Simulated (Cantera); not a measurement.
**Si + CO2 + N2 (thermal oxidation and active oxidation of silicon)**

Input: 1 mol Si, 0.33 mol CO2, 9.5 mol N2, equilibrated at 133 Pa.

Method: chemical equilibrium by Gibbs-energy minimisation in Cantera with the NASA 1993 tables (ideal gas, pure condensed phases). Candidate condensed phases: C, Si, SiC, SiO2, Si2N2O, Si3N4; 34 gas species. Mutual solubility and eutectic melting of coexisting phases are not modelled. The tables' values for SiN are old estimates; treat these amounts as uncertain. Equilibrium is a limit: real reactors are often held back by kinetics, nucleation or transport.

```csv
T (°C),x N2,x SiO,x Si,x CO,x Si2C,n SiC(s),n Si2N2O(s),n Si(l)
1425,0.941,0.0557,0.000472,0.00321,2.82e-6,0.298,0.0691,0
1475,0.934,0.0604,0.00109,0.00451,8.72e-6,0.284,0,0.0894
1525,0.933,0.0587,0.00231,0.00606,2.43e-5,0.268,0,0.108
1575,0.930,0.0567,0.00471,0.00794,6.40e-5,0.248,0,0.120
1625,0.926,0.0542,0.00921,0.0101,0.000160,0.224,0,0.115
1675,0.918,0.0512,0.0174,0.0126,0.000381,0.196,0,0.0751
1725,0.905,0.0467,0.0307,0.0162,0.000833,0.152,0,0
1775,0.890,0.0378,0.0454,0.0241,0.00152,0.0565,0,0
1825,0.880,0.0320,0.0561,0.0292,0.00132,0,0,0
1875,0.879,0.0311,0.0589,0.0300,0.000545,0,0,0
```
x: gas mole fraction; n: condensed amount in mol.

At 1425 °C the condensed part is SiC(s) + Si2N2O(s). From 1475 °C to 1675 °C the condensed part is Si(l) + SiC(s). From 1725 °C to 1775 °C the condensed part is SiC(s). From 1825 °C to 1875 °C nothing is condensed. The main Si-bearing gas is SiO at 1425 °C and Si at 1875 °C.
